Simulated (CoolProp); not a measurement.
The numbers come from the reference Helmholtz-energy equation of state, Guder 2009 in CoolProp.

Problem. Give the vapour pressure (kPa), liquid density (kg/m³), liquid cp (kJ/(kg K)), vapour Z of saturated sulfur hexafluoride at 272.2, 284.9 K.

Solution. 
```csv
T (K),p (kPa),liquid density (kg/m³),liquid cp (kJ/(kg K)),vapour Z
272.2,1220,1560,1.03,0.772
284.9,1710,1470,1.13,0.707
```
